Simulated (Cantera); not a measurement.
Cantera with NASA thermochemical tables; ideal gases at 1 bar, condensed phases pure. Values are per mole of reaction as written; species without (g) are pure solids or liquids, kept so even where they would boil at 1 bar.

N₂O(g) + Pb ⇌ N₂(g) + PbO(g)

| T (K) | ΔH° (kJ) | ΔS° (J/K) | ΔG° (kJ) | log10 K |
|---|---|---|---|---|
| 1748 | ___ | ___ | ___ | ___ |
| 1848 | ___ | ___ | ___ | ___ |
| 1948 | -38.8 | 116.0 | -264.7 | 7.10 |
| 2048 | -40.4 | 115.2 | -276.2 | 7.05 |
| 2148 | ___ | ___ | ___ | ___ |

Q: Complete the blanks.

A: 
- 1748, ΔH° (kJ): -35.6
- 1748, ΔS° (J/K): 117.7
- 1748, ΔG° (kJ): -241.3
- 1748, log10 K: 7.21
- 1848, ΔH° (kJ): -37.2
- 1848, ΔS° (J/K): 116.8
- 1848, ΔG° (kJ): -253.1
- 1848, log10 K: 7.15
- 2148, ΔH° (kJ): -42.0
- 2148, ΔS° (J/K): 114.4
- 2148, ΔG° (kJ): -287.7
- 2148, log10 K: 7.00
